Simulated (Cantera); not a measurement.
A perfectly stirred reactor is fed with 5.24 % CH4, 0.576 % C2H6, 19.8 % O2, 74.3 % N2, equivalence ratio 0.63, at 3600 Torr; it is adiabatic with a 650 K inlet, and is followed from long to short residence time, starting on the burning branch (τ in s: 0.36, 0.12, 0.043, 0.015, 0.0052, 0.0018, 0.00063, 0.00022, 7.6e-05, 2.6e-05).

Detailed kinetics in Cantera: GRI-Mech 3.0 (53 species, 325 reactions).

Task: Predict: blow-out, bracketed by the residence times tried; x(CH4) at τ = 0.360 s; x(C2H6) at τ = 0.360 s; x(O2) at τ = 0.360 s; x(HO2) at τ = 0.360 s; x(H2O2) at τ = 0.360 s; x(CH4) at τ = 1.80 ms; x(C2H6) at τ = 1.80 ms; x(O2) at τ = 1.80 ms; x(HO2) at τ = 1.80 ms; x(H2O2) at τ = 1.80 ms.

Result: 
```json
{
  "blow_out_bracketed_by_the_residence_times_tried": "burning at 76.0 µs, out at 26.0 µs",
  "x(CH4) at τ = 0.360 s": "5.32e-7",
  "x(C2H6) at τ = 0.360 s": "9.62e-9",
  "x(O2) at τ = 0.360 s": "0.0727",
  "x(HO2) at τ = 0.360 s": "2.11e-6",
  "x(H2O2) at τ = 0.360 s": "1.34e-7",
  "x(CH4) at τ = 1.80 ms": "4.35e-5",
  "x(C2H6) at τ = 1.80 ms": "1.08e-6",
  "x(O2) at τ = 1.80 ms": "0.0736",
  "x(HO2) at τ = 1.80 ms": "6.82e-6",
  "x(H2O2) at τ = 1.80 ms": "3.11e-7"
}
```
